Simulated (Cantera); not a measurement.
Feed: 1 mol BN, 4.7 mol F2, 6 mol H2, at 0.000370 bar.

Equilibrium computed with Cantera from the NASA thermochemical tables; the gas is ideal and each condensed phase is pure. Candidate condensed phases: B, BN; 31 gas species. Rates play no part. All values below are at 1098 K.

Base state: HF 0.598, H2 0.262, BF3 0.0935, N2 0.0467 (mole fractions); condensed: gas only.

Task: What changes in the equilibrium state with this change: H2 from 6 to 1.5 mol?

Result: 
```json
[
 {"species": "F", "before": "<1e-9", "after": "0.428"},
 {"species": "HF", "before": "0.598", "after": "0.380"},
 {"species": "BF3", "before": "0.0935", "after": "0.127"},
 {"species": "H2", "before": "0.262", "after": "<1e-9"},
 {"species": "N2", "before": "0.0467", "after": "0.0634"},
 {"species": "F2", "before": "<1e-9", "after": "0.00120"}
]
```
